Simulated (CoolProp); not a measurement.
Computed with CoolProp (reference Helmholtz-energy equation of state, Lemmon 2016).

Question: For R115, give the phase and the density (kg/m³), cp (kJ/(kg K)), speed of sound (m/s), fugacity coefficient at 111.95 °C and 1.56 MPa.

Answer: 
- 111.95 °C and 1.56 MPa: gas; density 87.0, cp 0.887, speed of sound 132, fugacity coefficient 0.880
